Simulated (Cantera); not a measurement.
Cantera run, input and output.

```python
import numpy as np
import cantera as ct

gas = ct.Solution("gri30.yaml")


def delay(T, t_max=10):
    gas.TPX = T, 100000, {'C3H8': 1, 'O2': 8.62, 'N2': 32.4}
    reactor = ct.IdealGasConstPressureReactor(gas, clone=False)
    net = ct.ReactorNet([reactor])
    net.rtol, net.atol = 1e-8, 1e-16
    while net.time < t_max:
        t_old, T_old = net.time, reactor.T
        net.step()
        if reactor.T > T + 400:  # ignition: a rise of 400 K
            return t_old + (T + 400 - T_old) / (reactor.T - T_old) * (net.time - t_old)
    return np.nan


taus = []
for T in [1223, 1323, 1423, 1523, 1623, 1723, 1823]:
    taus.append(delay(T))
    print(f"T0 = {T:6g} K   tau = {taus[-1]:.4e} s")
```

Result:

```
T0 =   1223 K   tau = 3.6841e-03 s
T0 =   1323 K   tau = 6.3571e-04 s
T0 =   1423 K   tau = 1.6454e-04 s
T0 =   1523 K   tau = 6.1002e-05 s
T0 =   1623 K   tau = 2.9763e-05 s
T0 =   1723 K   tau = 1.7573e-05 s
T0 =   1823 K   tau = 1.1815e-05 s
```

Model: GRI-Mech 3.0 (53 species, 325 reactions), integrated in Cantera. GRI-Mech 3.0 was tuned for natural gas; its chemistry of propane as a main component is partial and can be far from experiment.
